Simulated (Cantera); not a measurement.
Feed: 1 mol MgO, 6.4 mol F2, 32 mol H2, held at 1098 K and 10.0 mbar.

Method: chemical equilibrium by Gibbs-energy minimisation in Cantera with the NASA 1993 tables (ideal gas, pure condensed phases). Candidate condensed phases: H2O, Mg, MgF2, MgO, Mg(OH)2; 31 gas species. The numbers say what is thermodynamically allowed, not how fast it happens.

Base state: H2 0.684, HF 0.289, H2O 0.0267 (mole fractions); condensed: MgF2(s).

Q: What changes in the equilibrium state with this change: F2 from 6.4 to 2.7 mol?

A: 
```
species       before   after
------------  ------  ------
H2             0.684   0.869
HF             0.289   0.101
H2O           0.0267  0.0297
MgF2(s), mol   1.000   1.000
```
